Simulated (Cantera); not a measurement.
Charge: 1 mol Si, 3 mol Cl2, 7.7 mol H2, at 1275 °C and 0.133 bar.

Equilibrium computed with Cantera from the NASA thermochemical tables; the gas is ideal and each condensed phase is pure. Candidate condensed phases: Si; 19 gas species. The tables' values for SiCl3 are old estimates; treat these amounts as uncertain. Equilibrium is a limit: real reactors are often held back by kinetics, nucleation or transport.

Base state: H2 0.571, HCl 0.333, SiCl2 0.0601, SiCl3 0.0179, SiCl4 0.0148, SiHCl3 0.00311, SiH2Cl2 0.000106, H 6.38e-5 (mole fractions); condensed: gas only.

Question: What changes in the equilibrium state with this change: temperature from 1275 °C to 1002 °C?

Answer: 
| species | before | after |
|---|---|---|
| H2 | 0.571 | 0.665 |
| HCl | 0.333 | 0.233 |
| SiCl4 | 0.0148 | 0.0787 |
| SiCl2 | 0.0601 | 0.00578 |
| SiCl3 | 0.0179 | 0.00836 |
| Cl | 2.98e-5 | 4.91e-7 |
| H | 6.38e-5 | 1.65e-6 |
| SiHCl3 | 0.00311 | 0.00905 |
| SiH2Cl2 | 0.000106 | 0.000144 |

Question: What changes in the equilibrium state with this change: temperature from 1275 °C to 1425 °C?

Answer: 
```csv
species,before,after
H2,0.571,0.547
HCl,0.333,0.359
SiCl2,0.0601,0.0788
SiCl4,0.0148,0.00323
SiCl3,0.0179,0.0113
SiCl,1.75e-6,1.34e-5
Cl,2.98e-5,0.000149
H,6.38e-5,0.000293
```
The tables' values for SiCl3, SiCl are old estimates; treat these amounts as uncertain.

Question: What changes in the equilibrium state with this change: Si replaced by SiCl4?

Answer: 
```csv
species,before,after
HCl,0.333,0.571
H2,0.571,0.347
SiCl4,0.0148,0.0334
SiCl2,0.0601,0.0280
SiCl3,0.0179,0.0183
SiH2Cl2,0.000106,3.01e-5
Cl,2.98e-5,6.53e-5
H,6.38e-5,4.98e-5
```
